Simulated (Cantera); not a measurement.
Stirred combustor or abatement burner

A perfectly stirred reactor is fed with CH₃OH : O₂ : N₂ = 1 : 2.24 : 8.42 (molar parts), equivalence ratio 0.67, at 100000 Pa; it is adiabatic with a 425 K inlet, and is followed from long to short residence time, starting on the burning branch (τ in s: 0.22, 0.081, 0.03, 0.011, 0.0042, 0.0016, 0.00058, 0.00022, 8.1e-05, 3e-05).

Model: GRI-Mech 3.0 (53 species, 325 reactions), integrated in Cantera. GRI-Mech 3.0 was tuned for natural gas; its chemistry of methanol as a main component is partial and can be far from experiment.

| τ (s) | T (K) | x CH₃OH | x O₂ | x N₂O | x CH₂O | x C₂H₂ |
|---|---|---|---|---|---|---|
| 0.22 | 1922 | 1.30e-6 | 0.0606 | 2.49e-7 | 1.08e-6 | <1e-12 |
| 0.081 | 1917 | 2.76e-6 | 0.0607 | 3.30e-7 | 2.32e-6 | <1e-12 |
| 0.030 | 1907 | 5.46e-6 | 0.0608 | 4.13e-7 | 4.68e-6 | <1e-12 |
| 0.011 | 1890 | 1.05e-5 | 0.0612 | 4.44e-7 | 9.23e-6 | 2.19e-12 |
| 0.0042 | 1864 | 1.97e-5 | 0.0619 | 4.12e-7 | 1.76e-5 | 7.83e-12 |
| 0.0016 | 1825 | 3.84e-5 | 0.0633 | 3.54e-7 | 3.42e-5 | 3.98e-11 |
| 0.00058 | 1766 | 8.54e-5 | 0.0659 | 2.93e-7 | 7.41e-5 | 2.68e-10 |
| 0.00022 | 1683 | 0.000244 | 0.0716 | 2.36e-7 | 0.000200 | 2.04e-9 |
| 8.1e-5 | 425 | 0.0858 | 0.192 | <1e-12 | <1e-12 | <1e-12 |
| 3.0e-5 | 425 | 0.0858 | 0.192 | <1e-12 | <1e-12 | <1e-12 |
x: mole fraction; the columns are a selection and need not sum to one.
